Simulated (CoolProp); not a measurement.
Saturation properties of R1233zd(E).

Computed with CoolProp (reference Helmholtz-energy equation of state, Akasaka 2022).

```tsv
T (°C)	p (MPa)	vapour density (kg/m³)	liquid cp (kJ/(kg K))
-57.25	0.001735	0.1264	1.038
-51.85	0.002598	0.1847	1.047
-46.55	0.003775	0.2624	1.055
-41.25	0.005375	(withheld)	1.064
-35.95	0.007510	0.4999	(withheld)
-30.55	0.01037	0.6761	1.081
-25.25	0.01401	0.8952	1.091
-19.95	0.01863	(withheld)	1.100
-14.65	0.02444	1.506	1.109
-9.25	0.03180	1.926	1.119
-3.95	0.04068	2.423	1.129
1.35	(withheld)	(withheld)	1.139
6.65	(withheld)	3.723	1.149
12.05	0.08013	4.569	1.159
17.35	0.09838	5.540	1.170
```

### Question
Fill in the missing entries.

### Answer

- -41.25, vapour density (kg/m³): 0.3654
- -35.95, liquid cp (kJ/(kg K)): 1.072
- -19.95, vapour density (kg/m³): 1.169
- 1.35, p (MPa): 0.05145
- 1.35, vapour density (kg/m³): 3.018
- 6.65, p (MPa): 0.06440

It boils at 18.1 °C under 1 atm.
